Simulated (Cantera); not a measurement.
An adiabatic, constant-volume homogeneous reactor starts with 4.47 % CH₄, 20.4 % O₂, 75.2 % N₂, equivalence ratio 0.44, at 1300 K and 970000 Pa.

Model: GRI-Mech 3.0 (53 species, 325 reactions), integrated in Cantera.

### Question
Predict: time of steepest temperature rise; temperature at 0.300 s; equilibrium temperature; x(O₂) at 0.300 s; x(CO₂) at 0.300 s; x(NO₂) at 0.300 s; x(HO₂) at 0.300 s; x(NO) at 0.300 s.

### Answer
```
Quantity                                                            Result
---------------------------------  ---------------------------------------
time of steepest temperature rise                                  1.01 ms
temperature at 0.300 s                                              2422 K
equilibrium temperature                                             2422 K
x(O₂) at 0.300 s                       0.106 (gas-phase equilibrium 0.106)
x(CO₂) at 0.300 s                    0.0439 (gas-phase equilibrium 0.0439)
x(NO₂) at 0.300 s                  4.03e-5 (gas-phase equilibrium 4.03e-5)
x(HO₂) at 0.300 s                  1.33e-5 (gas-phase equilibrium 1.33e-5)
x(NO) at 0.300 s                     0.0138 (gas-phase equilibrium 0.0138)
```
